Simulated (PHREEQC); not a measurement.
1 kg of water holding 0.0071 mol KCl, 0.053 mol Na2CO3, 0.062 mol NaCl and 0.56 mol Na2SO4 is evaporated at 25 °C; the solids stay in contact with the brine. CO2 from the air is kept out. Only these solids could form: Arcanite, Burkeite, Glaserite, Halite, Kalicinite, Mirabilite, Misenite, Nahcolite, Natron, Sylvite, Thenardite, Trona.

All values are PHREEQC results (Pitzer model, pitzer.dat), not measurements.

Task: Predict ionic strength at water left (kg) = 0.2269, 0.1016, 0.01103.

Result: 
```tsv
water left (kg)	ionic strength
0.2269	6.46
0.1016	7.37
0.01103	9.10
```
